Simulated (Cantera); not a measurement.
Feed: 1 mol MgO, 0.71 mol SO₂, 0.34 mol O₂, held at 948.15 K and 1200 Torr.

Method: chemical equilibrium by Gibbs-energy minimisation in Cantera with the NASA 1993 tables (ideal gas, pure condensed phases). Candidate condensed phases: Mg, MgO, MgS, MgSO₄, S; 14 gas species. Equilibrium is a limit: real reactors are often held back by kinetics, nucleation or transport.

Base state: SO₂ 1.000, S₂O 2.01e-5, S₂ 2.00e-5 (mole fractions); condensed: MgO(s) + MgSO₄(s).

Q: What changes in the equilibrium state with this change: temperature from 948.15 K to 1848.15 K?

A: 
```tsv
species	before	after
SO₂	1.000	0.673
O₂	<1e-9	0.322
SO₃	5.11e-7	0.00432
O	<1e-9	8.51e-5
S₂O	2.01e-5	<1e-9
S₂	2.00e-5	<1e-9
SO	1.76e-6	3.14e-5
MgO(s), mol	0.320	1.00
MgSO₄(s), mol	0.680	0
```
